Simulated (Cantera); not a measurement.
An adiabatic, constant-volume homogeneous reactor starts with CO : H2 : CH4 : O2 : N2 : H2O = 1 : 0.013 : 0.037 : 0.246 : 0.924 : 0.5 (molar parts), at 1200 K and 1430 Torr.

Cantera simulation using GRI-Mech 3.0 (53 species, 325 reactions); the numbers are that mechanism's predictions, not measurements.

Problem. Predict: time of steepest temperature rise; temperature at 0.400 s; equilibrium temperature; x(CO) at 0.400 s; x(H2) at 0.400 s; x(H2O) at 0.400 s; x(HO2) at 0.400 s; x(CO2) at 0.400 s.

Solution. 
```
Item                                                                Result
---------------------------------  ---------------------------------------
time of steepest temperature rise                                 0.624 ms
temperature at 0.400 s                                              2577 K
equilibrium temperature                                             2577 K
x(CO) at 0.400 s                       0.226 (gas-phase equilibrium 0.226)
x(H2) at 0.400 s                     0.0373 (gas-phase equilibrium 0.0373)
x(H2O) at 0.400 s                      0.188 (gas-phase equilibrium 0.188)
x(HO2) at 0.400 s                  3.55e-7 (gas-phase equilibrium 3.55e-7)
x(CO2) at 0.400 s                      0.179 (gas-phase equilibrium 0.179)
```
